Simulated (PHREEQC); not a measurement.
# Polishing slurry liquid

A solution holds 0.23 mol K2CO3, 0.016 mol KNO3 and 3.1e-05 mol CuSO4 per kg of water, at 25 °C. Closed to the air; pH follows from the charge balance.

The numbers come from PHREEQC with the ion-association model, wateq4f.dat.

Each row changes one thing in this solution. No solid was allowed to form.

```csv
case,pH,ionic strength (mol/kgw)
as made,11.47,0.701
K2CO3 replaced by KHF2 at the same molality,3.19,(withheld)
CuSO4 left out,11.48,0.701
KNO3 from 0.016 to 0.032 mol/kgw,11.47,0.717
temperature from 25 to 85 °C,10.58,0.686
diluted 100-fold with water,10.71,(withheld)
diluted 10-fold with water,(withheld),0.0688
K2CO3 left out,6.01,0.0161
```

Q: Some entries are withheld; supply them.

A: 
- K2CO3 replaced by KHF2 at the same molality, ionic strength (mol/kgw): 0.247
- diluted 100-fold with water, ionic strength (mol/kgw): 0.00650
- diluted 10-fold with water, pH: 11.14

The ionic strength passes 0.7 mol/kgw, the rough limit of the ion-association models, in as made; CuSO4 left out; KNO3 from 0.016 to 0.032 mol/kgw. Some of these states are supersaturated (in Cu(OH)2, Tenorite (slow to form), Malachite, for instance). At this temperature some constants are extrapolated from 25 °C, and those without enthalpy data are left unchanged. The database's constant for dissolved Cu(OH)2 is higher than later reviews accept.
